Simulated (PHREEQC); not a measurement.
0.02 g of hydrous ferric oxide (600 m²/g; 0.2 weak and 0.005 strong sites per Fe, Dzombak-Morel constants, diffuse double layer) in 1 kg of water with 0.1 mol/kgw of an inert sodium salt and 0.01 mmol/kgw H3BO3, at 25 °C; the pH is set by adding NaOH or the inert anion's acid. Oxygen is held at 0.21 atm. The system is closed to CO2. Nothing may precipitate in this run.

Base run: PHREEQC, ion-association model, wateq4f.dat. Each further column changes one thing. The table gives surface charge σ (C/m²).

| pH | base | background salt from 0.1 to 0.01 mol/kgw | oxide from 0.02 to 0.1 g/kgw | 4.9e-05 mol/kgw PbCl2 added |
|---|---|---|---|---|
| 4 | 0.321 | 0.216 | 0.321 | 0.321 |
| 4.5 | 0.272 | 0.160 | 0.272 | 0.274 |
| 5 | 0.215 | 0.113 | 0.215 | 0.218 |
| 5.5 | 0.159 | 0.077 | 0.159 | 0.168 |
| 6 | 0.111 | 0.049 | 0.111 | 0.144 |
| 6.5 | 0.074 | 0.030 | 0.074 | 0.145 |
| 7 | 0.045 | 0.017 | 0.045 | 0.148 |
| 7.5 | 0.022 | 0.008 | 0.022 | 0.144 |
| 8 | 0.004 | 0.001 | 0.004 | 0.133 |
| 8.5 | -0.014 | -0.005 | -0.014 | 0.113 |
| 9 | -0.034 | -0.013 | -0.034 | 0.088 |
| 9.5 | -0.060 | -0.024 | -0.060 | 0.061 |
| 10 | -0.094 | -0.040 | -0.094 | 0.036 |

 In at least one series the solution becomes supersaturated in solids that the run did not let form, among them Pb(OH)2.
